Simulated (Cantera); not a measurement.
Input: 1 mol MgSO4, 1.5 mol H2, 0.4 mol CO2, at 0.133 bar.

These are equilibrium values from Cantera (NASA tables, ideal gas, pure condensed phases), not measurements of a reactor. Candidate condensed phases: C, C6H6, C7H8, C8H18, H2O, H2SO4, Mg, MgCO3, MgO, Mg(OH)2, MgS, MgSO4, S; 130 gas species. The numbers say what is thermodynamically allowed, not how fast it happens. All values below are at 1825 K.

Base state: H2O 0.465, SO2 0.308, CO2 0.0944, H2 0.0571, CO 0.0455, SO 0.0146, S2 0.0114, H2S 0.00222 (mole fractions); condensed: MgO(s).

Question: What changes in the equilibrium state with this change: H2 from 1.5 to 0.16 mol?

Answer: 
```tsv
species	before	after
SO2	0.308	0.504
O2	2.28e-6	0.211
CO2	0.0944	0.202
H2O	0.465	0.0802
S2	0.0114	<1e-9
H2	0.0571	3.24e-5
SO	0.0146	7.84e-5
CO	0.0455	0.000319
H2S	0.00222	<1e-9
SH	0.00119	<1e-9
MgO(s), mol	1.000	1.000
```

Question: What changes in the equilibrium state with this change: MgSO4 replaced by Mg(OH)2?

Answer: 
```json
[
 {"species": "H2O", "before": "0.465", "after": "0.452"},
 {"species": "H2", "before": "0.0571", "after": "0.409"},
 {"species": "CO", "before": "0.0455", "after": "0.108"},
 {"species": "SO2", "before": "0.308", "after": "0"},
 {"species": "CO2", "before": "0.0944", "after": "0.0303"},
 {"species": "SO", "before": "0.0146", "after": "0"},
 {"species": "S2", "before": "0.0114", "after": "0"},
 {"species": "H2S", "before": "0.00222", "after": "0"},
 {"species": "SH", "before": "0.00119", "after": "0"},
 {"species": "MgO(s), mol", "before": "1.000", "after": "1.000"}
]
```

Question: What changes in the equilibrium state with this change: pressure from 0.133 bar to 4.70 bar?

Answer: 
```json
[
 {"species": "H2O", "before": "0.465", "after": "0.495"},
 {"species": "SO2", "before": "0.308", "after": "0.295"},
 {"species": "CO2", "before": "0.0944", "after": "0.115"},
 {"species": "H2", "before": "0.0571", "after": "0.0292"},
 {"species": "SO", "before": "0.0146", "after": "0.00671"},
 {"species": "S2", "before": "0.0114", "after": "0.0197"},
 {"species": "CO", "before": "0.0455", "after": "0.0267"},
 {"species": "H", "before": "0.000288", "after": "3.47e-5"},
 {"species": "COS", "before": "6.22e-5", "after": "0.000284"},
 {"species": "S", "before": "0.000266", "after": "5.87e-5"},
 {"species": "H2S", "before": "0.00222", "after": "0.00885"},
 {"species": "MgO(s), mol", "before": "1.000", "after": "1.000"}
]
```
